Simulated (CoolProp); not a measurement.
The numbers come from the reference Helmholtz-energy equation of state, Lemmon 2005 in CoolProp. It is a short technical equation, of lower accuracy than the large ones.

Question: For cis-2-butene, give the phase and the cp (kJ/(kg K)), cv (kJ/(kg K)), speed of sound (m/s), expansivity (1/kK) at 159.25 °C and 5620 kPa; 217.15 °C and 5620 kPa.

Answer: 
- 159.25 °C and 5620 kPa: liquid; cp 3.72, cv 2.00, speed of sound 312, expansivity 8.74
- 217.15 °C and 5620 kPa: supercritical; cp 3.19, cv 2.16, speed of sound 197, expansivity 8.95
